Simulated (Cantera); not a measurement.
A Cantera script and what it prints.

```python
import numpy as np
import cantera as ct

gas_names = """
    H HNO HNO2 HNO3 HO2 H2 H2O H2O2 N NH NH2 NH3 NH2OH NO NO2 NO3 N2 N2H2 N2H4 N2O O OH O2 O3 Si SiH
    SiH2 SiH3 SiH4 SiN SiO SiO2 Si2 Si2N Si3
""".split()
cond_names = """
    H2O(s) H2O(L) Si(cr) Si(L) SiO2(Lqz) SiO2(hqz) SiO2(L) Si2N2O(s) Si3N4(a)
""".split()


# ... load() reads the species with a 1 bar reference pressure and builds the phases ...
atoms = {
    'Si3N4': {'Si': 3, 'N': 4},
    'H2O': {'H': 2, 'O': 1},
    'H2': {'H': 2},
}
top_T = {'Si2N2O(s)': 2100, 'Si3N4(a)': 2400}  # K; cautious upper limits of use, not melting points


# ... equilibrate(T, P, feed) seeds the gas with the atoms and calls Mixture.equilibrate('TP', solver="vcs", rtol=1e-11, max_steps=5000) ...
results = []
feed = {'Si3N4': 1, 'H2O': 4.9, 'H2': 7.2}  # mol
T = 1875  # K
P = 10000  # Pa
mix = equilibrate(T, P, feed)
results.append((T, P, feed, dict(zip(mix.species_names, mix.species_moles))))
print(gas.report(threshold=0.001))
for i in range(1, mix.n_phases):
    print(f"{mix.phase(i).name:16s} {mix.phase_moles(i):12.5e} mol")
```

Result:

```
       temperature   1875 K
          pressure   10000 Pa
           density   0.0054672 kg/m^3
  mean mol. weight   8.5231 kg/kmol
   phase of matter   gas

                          1 kg             1 kmol
                     ---------------   ---------------
          enthalpy        4.9766e+06        4.2416e+07  J
   internal energy        3.1475e+06        2.6827e+07  J
           entropy             26480        2.2569e+05  J/K
    Gibbs function       -4.4673e+07       -3.8076e+08  J
 heat capacity c_p            4021.2             34273  J/K
 heat capacity c_v            3045.7             25959  J/K

                      mass frac. Y      mole frac. X     chem. pot. / RT
                     ---------------   ---------------   ---------------
                 H        0.00021826         0.0018455           -10.906
                H2           0.18749           0.79266           -21.812
                N2           0.43166           0.13133           -31.058
               SiO           0.37859          0.073195           -40.786
     [  +31 minor]          0.002046        0.00096685

Si(L)             0.00000e+00 mol
SiO2(L)           1.88531e+00 mol
Si2N2O(s)         0.00000e+00 mol
Si3N4(a)          0.00000e+00 mol
```

These are equilibrium values from Cantera (NASA tables, ideal gas, pure condensed phases), not measurements of a reactor. The tables hold silica as quartz up to 1696 K and as liquid above; real silica turns to tridymite and cristobalite and melts near 1996 K.
